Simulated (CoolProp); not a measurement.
Vapour-liquid equilibrium of R143a (1) + R1234yf (2) at 0.539 bar; x and y are mole fractions of (1).

Values from CoolProp's multi-fluid Helmholtz-energy mixture model, Lemmon and Jacobsen 2000 and Lemmon 2022; pair parameters Bell 2016.

```csv
x,"bubble temperature, mixture model (°C)","bubble temperature, Raoult's law (°C)","y, mixture model","y, Raoult's law"
0.05,-44.4,-44.2,0.117,0.109
0.2,-48.1,-47.6,0.381,0.370
0.35,-51.1,-50.5,0.565,0.563
0.5,-53.6,-53.0,0.702,0.708
0.65,-55.7,-55.3,0.810,0.820
0.8,-57.5,-57.3,0.899,0.908
0.95,-59.2,-59.1,0.976,0.979
```

The largest gap from Raoult's law is -0.6 K in bubble temperature, at x = 0.35. No azeotrope shows between x = 0.05 and 0.95.

Pair parameters are fitted to limited data, so mixtures are less certain than the pure fluids.
